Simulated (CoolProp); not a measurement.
Vapour-liquid equilibrium of o-xylene (1) + n-undecane (2) at 467.5 K; x and y are mole fractions of (1).

Computed with CoolProp (multi-fluid Helmholtz-energy mixture model, Zhou 2012 and Aleksandrov 2011; pair parameters Bell 2016).

```csv
x,"bubble pressure, mixture model (MPa)","bubble pressure, Raoult's law (MPa)","y, mixture model","y, Raoult's law"
0.05,0.1076,0.1091,0.130,0.148
0.15,0.1280,0.1317,0.338,0.369
0.25,0.1493,0.1542,0.494,0.524
0.35,0.1713,0.1768,0.614,0.640
0.45,0.1938,0.1994,0.709,0.730
0.55,0.2167,0.2220,0.785,0.802
0.65,0.2399,0.2445,0.847,0.860
0.75,0.2635,0.2671,0.900,0.908
0.85,0.2873,0.2897,0.944,0.949
0.95,0.3114,0.3122,0.983,0.984
```

The largest gap from Raoult's law is -3.2 % in bubble pressure, at x = 0.25. No azeotrope shows between x = 0.05 and 0.95.

The pair parameters rest on a limited set of measurements; away from them the model extrapolates.
